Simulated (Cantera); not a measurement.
# Abatement and gas-phase synthesis: H₂O + H₂ + N₂

Feed: 1 mol H₂O, 1.1 mol H₂, 0.00021 mol N₂, at 140 bar.

Equilibrium computed with Cantera from the NASA thermochemical tables; the gas is ideal and each condensed phase is pure. Candidate condensed phases: H₂O; 47 gas species. Ions and electrons are included (thermal ionisation). The ideal-gas law is rough above about 30 bar. Rates play no part.

| T (K) | x H₂ | x H₂O | x H | x OH | x O | x O₂ | x HO₂ |
|---|---|---|---|---|---|---|---|
| 2000 | 0.524 | 0.476 | 9.95e-5 | 9.03e-6 | 1.25e-9 | 4.91e-10 | 7.18e-12 |
| 2500 | 0.523 | 0.475 | 0.00154 | 0.000290 | 5.60e-7 | 2.09e-7 | 3.39e-9 |
| 3000 | 0.517 | 0.470 | 0.00960 | 0.00290 | 3.30e-5 | 1.19e-5 | 2.06e-7 |
| 3500 | 0.501 | 0.448 | 0.0353 | 0.0146 | 0.000598 | 0.000206 | 3.74e-6 |
| 4000 | 0.469 | 0.388 | 0.0922 | 0.0446 | 0.00493 | 0.00154 | 2.83e-5 |
| 4500 | 0.419 | 0.277 | 0.189 | 0.0877 | 0.0217 | 0.00531 | 9.60e-5 |
| 5000 | 0.347 | 0.153 | 0.320 | 0.114 | 0.0564 | 0.00907 | 0.000154 |
x: gas mole fraction; nothing condenses.

From 2000 K to 5000 K nothing is condensed.
